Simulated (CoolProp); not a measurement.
Toluene along the isotherm 620 K: fugacity coefficient from the reference equation and from simpler models built on Tc = 591.7 K, pc = 4126 kPa, ω = 0.266; each cubic takes its own stable root.

Computed with CoolProp (reference Helmholtz-energy equation of state, Lemmon 2006). It is a short technical equation, of lower accuracy than the large ones.

```tsv
p (kPa)	phase	reference
32.6	gas	0.9975
50.8	gas	0.9961
79.1	gas	0.9940
123	gas	0.9906
192	gas	0.9854
299	gas	0.9773
465	gas	0.9648
724	gas	0.9454
1130	gas	0.9155
1750	gas	0.8704
2730	gas	0.8008
4250	supercritical	0.6955
6630	supercritical	0.5343
10300	supercritical	0.3970
```

Q: How far does each simpler model (van der Waals, Redlich-Kwong, Soave-Redlich-Kwong, Peng-Robinson) lie from the reference over these 14 states: mean and median of the absolute difference, and the worst?

A: 
- van der Waals: mean 2.1 %, median 0.7 %, worst +10.9 % at 620 K and 10300 kPa
- Redlich-Kwong: mean 0.9 %, median 0.3 %, worst +4.9 % at 620 K and 10300 kPa
- Soave-Redlich-Kwong: mean 1.5 %, median 0.4 %, worst +8.5 % at 620 K and 10300 kPa
- Peng-Robinson: mean 0.3 %, median 0.2 %, worst +2.0 % at 620 K and 10300 kPa
